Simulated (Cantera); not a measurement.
Cantera run, input and output.

```python
import numpy as np
import cantera as ct

gas = ct.Solution("gri30.yaml")
gas.TPX = 1500, 12000, {'CH4': 1, 'N2': 3.1}
inlet = ct.Reservoir(gas, clone=True)

reactor = ct.IdealGasConstPressureReactor(gas, energy="off", clone=False)
exhaust = ct.Reservoir(gas, clone=True)
tau = [5.7, 2.7, 1.3, 0.6, 0.29, 0.13, 0.064, 0.03, 0.014, 0.0067][0]
for a, b in ((inlet, reactor), (reactor, exhaust)):
    ct.MassFlowController(a, b, mdot=lambda t: reactor.mass / tau)
net = ct.ReactorNet([reactor])
show = ['CH4', 'C2H', 'CH2', 'C2H2', 'C2H6', 'C2H4']

rows = []
print(f"{'tau/s':>10s}{'T/K':>9s}" + "".join(f"{s:>11s}" for s in show))
for tau in [5.7, 2.7, 1.3, 0.6, 0.29, 0.13, 0.064, 0.03, 0.014, 0.0067]:
    net.initial_time = 0.0
    net.advance(30 * tau)
    before = gas.X
    net.advance(40 * tau)
    drift = np.max(np.abs(gas.X - before) / (gas.X + 1e-9))
    rows.append([gas.T, *gas[show].X, drift])
    print(f"{tau:10.3e}{gas.T:9.1f}" + "".join(f"{x:11.3e}" for x in gas[show].X))
```

It prints:

```
     tau/s      T/K        CH4        C2H        CH2       C2H2       C2H6       C2H4
 5.700e+00   1500.0  1.011e-01  6.835e-09  6.687e-09  5.655e-02  3.814e-05  8.394e-04
 2.700e+00   1500.0  1.342e-01  5.124e-09  8.506e-09  4.296e-02  6.857e-05  1.099e-03
 1.300e+00   1500.0  1.654e-01  3.652e-09  1.068e-08  2.997e-02  1.121e-04  1.545e-03
 6.000e-01   1500.0  1.932e-01  2.342e-09  1.333e-08  1.819e-02  1.717e-04  2.144e-03
 2.900e-01   1500.0  2.131e-01  1.352e-09  1.574e-08  9.752e-03  2.316e-04  2.575e-03
 1.300e-01   1500.0  2.283e-01  5.674e-10  1.704e-08  3.720e-03  2.744e-04  2.433e-03
 6.400e-02   1500.0  2.367e-01  1.840e-10  1.536e-08  1.089e-03  2.549e-04  1.626e-03
 3.000e-02   1500.0  2.414e-01  3.596e-11  1.048e-08  1.760e-04  1.685e-04  6.628e-04
 1.400e-02   1500.0  2.431e-01  5.240e-12  5.348e-09  1.748e-05  7.638e-05  1.725e-04
 6.700e-03   1500.0  2.436e-01  7.233e-13  2.266e-09  1.413e-06  2.581e-05  3.535e-05
```

Model: GRI-Mech 3.0 (53 species, 325 reactions), integrated in Cantera. GRI-Mech 3.0 stops at C3 and has no aromatics, soot or wall deposition, so with more carbon than oxygen in the feed, carbon stays in small species such as C2H2 where larger ones or solid carbon would form.
